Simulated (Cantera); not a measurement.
Gas-phase reforming

An isothermal, constant-pressure homogeneous reactor starts with 44.2 % CH₄, 13.3 % CO₂, 42.5 % H₂, at 2100 K and 2900000 Pa.

Model: GRI-Mech 3.0 (53 species, 325 reactions), integrated in Cantera. GRI-Mech 3.0 stops at C3 and has no aromatics, soot or wall deposition, so with more carbon than oxygen in the feed, carbon stays in small species such as C2H2 where larger ones or solid carbon would form. The pressure lies above the range GRI-Mech 3.0 was tuned for (to about 10 atm).

```json
[
 {"t (s)": "0.000300", "x CH₄": "0.0491", "x CO₂": "0.00272", "x H₂": "0.635", "x C₂H₆": "6.27e-5", "x CH₂O": "2.45e-6", "x CO": "0.110"},
 {"t (s)": "0.000663", "x CH₄": "0.0459", "x CO₂": "0.00229", "x H₂": "0.651", "x C₂H₆": "5.58e-5", "x CH₂O": "2.08e-6", "x CO": "0.125"},
 {"t (s)": "0.00147", "x CH₄": "0.0440", "x CO₂": "0.00157", "x H₂": "0.670", "x C₂H₆": "5.05e-5", "x CH₂O": "1.76e-6", "x CO": "0.145"},
 {"t (s)": "0.00324", "x CH₄": "0.0420", "x CO₂": "0.000690", "x H₂": "0.688", "x C₂H₆": "4.54e-5", "x CH₂O": "1.55e-6", "x CO": "0.164"},
 {"t (s)": "0.00717", "x CH₄": "0.0408", "x CO₂": "0.000123", "x H₂": "0.698", "x C₂H₆": "4.24e-5", "x CH₂O": "1.46e-6", "x CO": "0.174"},
 {"t (s)": "0.0158", "x CH₄": "0.0405", "x CO₂": "4.51e-6", "x H₂": "0.700", "x C₂H₆": "4.18e-5", "x CH₂O": "1.45e-6", "x CO": "0.176"},
 {"t (s)": "0.0350", "x CH₄": "0.0405", "x CO₂": "1.64e-6", "x H₂": "0.700", "x C₂H₆": "4.18e-5", "x CH₂O": "1.45e-6", "x CO": "0.176"},
 {"t (s)": "0.0775", "x CH₄": "0.0405", "x CO₂": "1.64e-6", "x H₂": "0.700", "x C₂H₆": "4.18e-5", "x CH₂O": "1.45e-6", "x CO": "0.176"},
 {"t (s)": "0.171", "x CH₄": "0.0405", "x CO₂": "1.64e-6", "x H₂": "0.700", "x C₂H₆": "4.18e-5", "x CH₂O": "1.45e-6", "x CO": "0.176"},
 {"t (s)": "0.379", "x CH₄": "0.0405", "x CO₂": "1.64e-6", "x H₂": "0.700", "x C₂H₆": "4.18e-5", "x CH₂O": "1.45e-6", "x CO": "0.176"},
 {"t (s)": "0.837", "x CH₄": "0.0405", "x CO₂": "1.64e-6", "x H₂": "0.700", "x C₂H₆": "4.18e-5", "x CH₂O": "1.45e-6", "x CO": "0.176"},
 {"t (s)": "1.85", "x CH₄": "0.0405", "x CO₂": "1.64e-6", "x H₂": "0.700", "x C₂H₆": "4.18e-5", "x CH₂O": "1.45e-6", "x CO": "0.176"},
 {"t (s)": "4.09", "x CH₄": "0.0405", "x CO₂": "1.64e-6", "x H₂": "0.700", "x C₂H₆": "4.18e-5", "x CH₂O": "1.45e-6", "x CO": "0.176"},
 {"t (s)": "9.05", "x CH₄": "0.0405", "x CO₂": "1.64e-6", "x H₂": "0.700", "x C₂H₆": "4.18e-5", "x CH₂O": "1.45e-6", "x CO": "0.176"},
 {"t (s)": "20.0", "x CH₄": "0.0405", "x CO₂": "1.64e-6", "x H₂": "0.700", "x C₂H₆": "4.18e-5", "x CH₂O": "1.45e-6", "x CO": "0.176"}
]
```
x: mole fraction; the columns are a selection and need not sum to one.

Equilibrium at this temperature and pressure: CH₄ 0.0405, CO₂ 1.67e-6, H₂ 0.700, C₂H₆ 4.18e-5, CH₂O 1.45e-6, CO 0.176 (gas phase only).
